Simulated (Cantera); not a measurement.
Cantera with NASA thermochemical tables; ideal gases at 1 bar, condensed phases pure. Values are per mole of reaction as written; species without (g) are pure solids or liquids, kept so even where they would boil at 1 bar.

Problem. Between 1675 and 1775 K, where is each reaction favourable under standard conditions?
- 2 HCl(g) + Pb(g) = 2 H(g) + PbCl2(g)

Solution. 
- 2 HCl(g) + Pb(g) = 2 H(g) + PbCl2(g): ΔG° is 229 kJ at 1675 K and 226 kJ at 1775 K; it stays positive (K < 1). ΔH° is 273 kJ and ΔS° 26 J/K at 1775 K.
